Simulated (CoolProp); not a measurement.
Vapour-liquid equilibrium of n-octane (1) + n-dodecane (2) at 30.05 °C; x and y are mole fractions of (1).

Computed with CoolProp (multi-fluid Helmholtz-energy mixture model, Beckmüller 2019 and Lemmon 2004; pair parameters Bell 2016).

```json
[
 {"x": "0.05", "bubble pressure (kPa)": "0.1399", "y at the bubble point": "0.817", "dew pressure at overall composition x (kPa)": "0.02840", "liquid density (mol/L)": "4.421"},
 {"x": "0.15", "bubble pressure (kPa)": "0.3697", "y at the bubble point": "0.938", "dew pressure at overall composition x (kPa)": "0.03169", "liquid density (mol/L)": "4.556"},
 {"x": "0.25", "bubble pressure (kPa)": "0.6054", "y at the bubble point": "0.967", "dew pressure at overall composition x (kPa)": "0.03585", "liquid density (mol/L)": "4.698"},
 {"x": "0.35", "bubble pressure (kPa)": "0.8470", "y at the bubble point": "0.979", "dew pressure at overall composition x (kPa)": "0.04127", "liquid density (mol/L)": "4.849"},
 {"x": "0.45", "bubble pressure (kPa)": "1.094", "y at the bubble point": "0.987", "dew pressure at overall composition x (kPa)": "0.04861", "liquid density (mol/L)": "5.009"},
 {"x": "0.55", "bubble pressure (kPa)": "1.345", "y at the bubble point": "0.991", "dew pressure at overall composition x (kPa)": "0.05914", "liquid density (mol/L)": "5.178"},
 {"x": "0.65", "bubble pressure (kPa)": "1.597", "y at the bubble point": "0.994", "dew pressure at overall composition x (kPa)": "0.07548", "liquid density (mol/L)": "5.357"},
 {"x": "0.75", "bubble pressure (kPa)": "1.851", "y at the bubble point": "0.997", "dew pressure at overall composition x (kPa)": "0.1043", "liquid density (mol/L)": "5.548"},
 {"x": "0.85", "bubble pressure (kPa)": "2.103", "y at the bubble point": "0.998", "dew pressure at overall composition x (kPa)": "0.1687", "liquid density (mol/L)": "5.750"},
 {"x": "0.95", "bubble pressure (kPa)": "2.352", "y at the bubble point": "0.999", "dew pressure at overall composition x (kPa)": "0.4419", "liquid density (mol/L)": "5.966"}
]
```

No azeotrope shows between x = 0.05 and 0.95.

The pair parameters rest on a limited set of measurements; away from them the model extrapolates.
